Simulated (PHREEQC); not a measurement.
A solution holds 0.094 mol Zn(NO3)2 and 0.083 mol KCl per kg of water, at 20 °C. Closed to the air; pH follows from the charge balance.

All values are PHREEQC results (ion-association model, wateq4f.dat), not measurements.

The ionic strength comes out as 0.356 mol/kgw. What activity coefficients do ZnCl3-, Zn+2, NO3-, ZnOH+, H+ get?

ZnCl3- 0.68, Zn+2 0.28, NO3- 0.65, ZnOH+ 0.73, H+ 0.78.

This is a speciation only: nothing precipitates in the calculation.
